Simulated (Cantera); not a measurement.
A closed system holds: 1 mol Fe, 0.3 mol Cl2, 0.058 mol N2, at 2.30 bar.

Method: chemical equilibrium by Gibbs-energy minimisation in Cantera with the NASA 1993 tables (ideal gas, pure condensed phases). Candidate condensed phases: Fe, FeCl2, FeCl3; 10 gas species. Mutual solubility and eutectic melting of coexisting phases are not modelled. Rates play no part.

Problem. At 1027 °C, list the 4 most abundant gas species with their mole fractions, and the condensed phases.

Solution. N2 0.542, FeCl2 0.382, Fe2Cl4 0.0746, FeCl3 0.000506. Condensed: Fe(γ) + FeCl2(l).
